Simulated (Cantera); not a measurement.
Charge: 1 mol TEOS, 0.69 mol CO₂, 4.2 mol NO, held at 1.00 Torr.

Method: chemical equilibrium by Gibbs-energy minimisation in Cantera with the NASA 1993 tables (ideal gas, pure condensed phases). Candidate condensed phases: C, C₆H₆, C₇H₈, C₈H₁₈, H₂O, Si, SiC, SiO₂, Si₂N₂O, Si₃N₄; 151 gas species. The feed counts by its element totals alone. Mutual solubility and eutectic melting of coexisting phases are not modelled. The tables hold silica as quartz up to 1696 K and as liquid above; real silica turns to tridymite and cristobalite and melts near 1996 K. Kinetics and transport are ignored.

Question: What share of the Si ends up in condensed phases as a function of T (K), at 598, 748, 898, 1048, 1198, 1348, 1498, 1648, 1798, 1948, 2098?

Answer: 
| T (K) | Si condensed (%) | as |
|---|---|---|
| 598 | 100.0 | SiO₂(α-quartz) |
| 748 | 100.0 | SiO₂(α-quartz) |
| 898 | 100.0 | SiO₂(β-quartz) |
| 1048 | 100.0 | SiO₂(β-quartz) |
| 1198 | 100.0 | SiO₂(β-quartz) + Si₂N₂O(s) |
| 1348 | 99.3 | SiO₂(β-quartz) + Si₂N₂O(s) |
| 1498 | 32.0 | SiO₂(β-quartz) + Si₂N₂O(s) |
| 1648 | 5.4 | SiC(s) |
| 1798 | 4.9 | SiC(s) |
| 1948 | 1.3 | SiC(s) |
| 2098 | 0.0 | - |
